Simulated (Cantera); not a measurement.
## Reactions in the system Cl-H-Ti

Standard-state values (1 bar) from the NASA 1993 polynomials, evaluated with Cantera. Values are per mole of reaction as written; species without (g) are pure solids or liquids, kept so even where they would boil at 1 bar.

TiCl4 + 2 H2(g) ⇌ Ti + 4 HCl(g)

```
T (K)  ΔH° (kJ)  ΔS° (J/K)  ΔG° (kJ)  log10 K
-----  --------  ---------  --------  -------
300       434.8      264.2     355.6   -61.91
350       431.8      254.7     342.6   -51.13
400       428.7      246.5     330.1   -43.10
450       425.6      239.3     317.9   -36.91
500       422.6      232.8     306.1   -31.98
550       419.5      227.0     294.7   -27.98
```
